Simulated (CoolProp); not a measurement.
Vapour-liquid equilibrium of toluene (1) + ethylbenzene (2) at 0.0431 bar; x and y are mole fractions of (1).

The numbers come from the multi-fluid Helmholtz-energy mixture model, Lemmon 2006 and Zhou 2012; pair parameters Bell 2016 in CoolProp.

**Question.** Give the bubble temperature and the first vapour's composition at x = 0.05, 0.25, 0.65. Is there an azeotrope?

**Answer.** x = 0.05: 319.6 K, y = 0.125; x = 0.25: 314.2 K, y = 0.468; x = 0.65: 306.2 K, y = 0.838. No azeotrope shows between x = 0.05 and 0.95.

Pair parameters are fitted to limited data, so mixtures are less certain than the pure fluids.
